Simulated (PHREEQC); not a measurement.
# Polishing slurry liquid: speciation

Make-up at 60 °C: 0.04 mol/kgw NH3, 0.005 mol/kgw K2SO4 and 0.004 mol/kgw H3BO3. Closed to the air; pH follows from the charge balance.

The numbers come from PHREEQC with the ion-association model, phreeqc.dat.

Each row changes one thing in this solution. This is a speciation only: nothing precipitates in the calculation.

```csv
case,pH,ionic strength (mol/kgw),NH4+ (mol/kgw),H2BO3- (mol/kgw),H3BO3 (mol/kgw)
as made,9.41,0.0175,0.00320,0.00301,0.000986
K2SO4 from 0.005 to 0.05 mol/kgw,[?],0.128,0.00322,0.00327,0.000735
H3BO3 from 0.004 to 0.008 mol/kgw,9.19,0.0194,0.00516,0.00516,0.00284
K2SO4 left out,[?],0.00315,0.00315,0.00290,0.00110
```

Task: Complete the blanks.

Result: 
- K2SO4 from 0.005 to 0.05 mol/kgw, pH: 9.50
- K2SO4 left out, pH: 9.38

At this temperature some constants are extrapolated from 25 °C, and those without enthalpy data are left unchanged.
